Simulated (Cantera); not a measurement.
An adiabatic, constant-volume homogeneous reactor starts with CH4 : O2 : N2 = 1 : 0.87 : 3.27 (molar parts), at 1425 K and 473 Torr. Integrator tolerance rtol = 1e-08.

Model: GRI-Mech 3.0 (53 species, 325 reactions), integrated in Cantera.

What does this change do: constant pressure in place of constant volume?


```
quantity                                                              before                                      after
---------------------------------  -----------------------------------------  -----------------------------------------
time of steepest temperature rise                                    5.17 ms                                    5.61 ms
temperature at 6.00 s                                                 2549 K                                     2296 K
equilibrium temperature                                               2549 K                                     2296 K
x(CH4) at 6.00 s                   6.23e-11 (gas-phase equilibrium 6.99e-11)  4.14e-11 (gas-phase equilibrium 4.68e-11)
x(O2) at 6.00 s                      1.05e-5 (gas-phase equilibrium 1.05e-5)    1.62e-6 (gas-phase equilibrium 1.62e-6)
x(CH2O) at 6.00 s                    1.68e-8 (gas-phase equilibrium 1.68e-8)    7.78e-9 (gas-phase equilibrium 7.78e-9)
x(CH2) at 6.00 s                   6.35e-12 (gas-phase equilibrium 6.96e-12)      <1e-12 (gas-phase equilibrium <1e-12)
x(CH2CO) at 6.00 s                     <1e-12 (gas-phase equilibrium <1e-12)      <1e-12 (gas-phase equilibrium <1e-12)
```

What does this change do: initial temperature 1425 to 975 K?


```csv
quantity,before,after
time of steepest temperature rise,5.17 ms,4.33 s
temperature at 6.00 s,2549 K,2210 K
equilibrium temperature,2549 K,2210 K
x(CH4) at 6.00 s,6.23e-11 (gas-phase equilibrium 6.99e-11),5.05e-10 (gas-phase equilibrium 5.77e-10)
x(O2) at 6.00 s,1.05e-5 (gas-phase equilibrium 1.05e-5),2.04e-7 (gas-phase equilibrium 2.04e-7)
x(CH2O) at 6.00 s,1.68e-8 (gas-phase equilibrium 1.68e-8),2.18e-8 (gas-phase equilibrium 2.18e-8)
x(CH2) at 6.00 s,6.35e-12 (gas-phase equilibrium 6.96e-12),1.35e-12 (gas-phase equilibrium 1.53e-12)
x(CH2CO) at 6.00 s,<1e-12 (gas-phase equilibrium <1e-12),<1e-12 (gas-phase equilibrium <1e-12)
```
Below about 1000 K GRI-Mech 3.0 lacks low-temperature oxidation paths.
